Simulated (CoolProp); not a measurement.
The numbers come from the reference Helmholtz-energy equation of state, Pan 2012 in CoolProp.

Task: Give the vapour pressure (kPa), vapour Z, liquid viscosity (µPa s) of saturated R236FA at 303.4, 315.8, 346.9 K.

Result: 
```tsv
T (K)	p (kPa)	vapour Z	liquid viscosity (µPa s)
303.4	323	0.895	268
315.8	472	0.864	230
346.9	1080	0.756	155
```

Viscosity comes from a separate model (Huber 2003), an estimate that may be off by 10 % or more.
